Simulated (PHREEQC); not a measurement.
Dissolve 0.0015 mol/kgw HF, 0.00075 mol/kgw NH4F and 0.0012 mol/kgw H2SO4 at 35 °C. Closed to the air; pH follows from the charge balance.

Computed with PHREEQC (ion-association model, phreeqc.dat).

### Question
The ionic strength comes out as 0.00375 mol/kgw. What activity coefficients do F-, H+, HSO4-, SO4-2, HF2- get?

### Answer
F- 0.93, H+ 0.94, HSO4- 0.94, SO4-2 0.77, HF2- 0.94.

No solid was allowed to form.
